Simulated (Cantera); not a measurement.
A Cantera script and what it prints.

```python
import numpy as np
import cantera as ct

gas_names = """
    OH H2O
""".split()
cond_names = """
    Cr(cr) Cr(L) Cr2O3(s) Cr2O3(L)
""".split()


def load(file, names, dense=False):
    # The tables refer to 1 bar. Condensed volumes are neglected.
    table = {s.name: s for s in ct.Species.list_from_file(file)}
    out = []
    for n in names:
        d = dict(table[n].input_data)
        d["thermo"] = dict(d["thermo"], **{"reference-pressure": 1e5})
        if dense:
            d["equation-of-state"] = {"model": "constant-volume", "density": "1e6 g/cm^3"}
        out.append(ct.Species.from_dict(d))
    return out


species = {s.name: s for s in load("nasa_gas.yaml", gas_names) + load("nasa_condensed.yaml", cond_names)}
# Each term lists the table entries of one substance; the one whose range holds T is used.
reactions = {
    '6 OH(g) + 2 Cr = 3 H2O(g) + Cr2O3':
        [(-6, ['OH']), (-2, ['Cr(cr)', 'Cr(L)']), (3, ['H2O']), (1, ['Cr2O3(s)', 'Cr2O3(L)'])],
}


def pick(names, T):
    return next(species[n] for n in names if species[n].thermo.min_temp <= T <= species[n].thermo.max_temp)


results = []
for label, terms in reactions.items():
    print(label)
    print("     T/K   dH/kJ  dS/(J/K)   dG/kJ   log10 K")
    for T in [1223, 1423, 1623, 1823, 2023, 2223, 2423, 2623, 2823]:
        used = [(nu, pick(names, T)) for nu, names in terms]
        dH = sum(nu * s.thermo.h(T) for nu, s in used) / 1e6
        dS = sum(nu * s.thermo.s(T) for nu, s in used) / 1e3
        dG = dH - T * dS / 1e3
        logK = -dG * 1e6 / (ct.gas_constant * T * np.log(10))
        results.append((label, T, dH, dS, dG, logK, [s.name for _, s in used]))
        print(f"{T:8g} {dH:8.1f} {dS:8.1f} {dG:8.1f} {logK:8.2f}")
```

Result:

```
6 OH(g) + 2 Cr = 3 H2O(g) + Cr2O3
     T/K   dH/kJ  dS/(J/K)   dG/kJ   log10 K
    1223  -2098.2   -508.3  -1476.5    63.06
    1423  -2098.6   -508.6  -1374.9    50.47
    1623  -2099.9   -509.4  -1273.1    40.97
    1823  -2102.2   -510.8  -1171.0    33.55
    2023  -2105.7   -512.6  -1068.7    27.59
    2223  -2148.3   -532.6   -964.3    22.66
    2423  -2146.3   -531.8   -857.8    18.49
    2623  -2013.8   -480.9   -752.6    14.99
    2823  -2008.5   -478.9   -656.6    12.15
```

Standard-state values (1 bar) from the NASA 1993 polynomials, evaluated with Cantera. Condensed species are held in their standard states even where they would react or evaporate.
